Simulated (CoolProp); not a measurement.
Computed with CoolProp (reference Helmholtz-energy equation of state, Thol 2012).

### Question
For benzene, give the phase and the Joule-Thomson coefficient (K/MPa), isothermal compressibility (1/MPa), viscosity (µPa s) at 587.2 K and 26.7 bar; 609.1 K and 26.7 bar; 620 K and 26.7 bar.

### Answer
- 587.2 K and 26.7 bar: gas; Joule-Thomson coefficient 8.11, isothermal compressibility 0.471, viscosity 15.1
- 609.1 K and 26.7 bar: gas; Joule-Thomson coefficient 6.96, isothermal compressibility 0.451, viscosity 15.6
- 620 K and 26.7 bar: gas; Joule-Thomson coefficient 6.49, isothermal compressibility 0.444, viscosity 15.9

Viscosity comes from a separate model (Avgeri 2014).
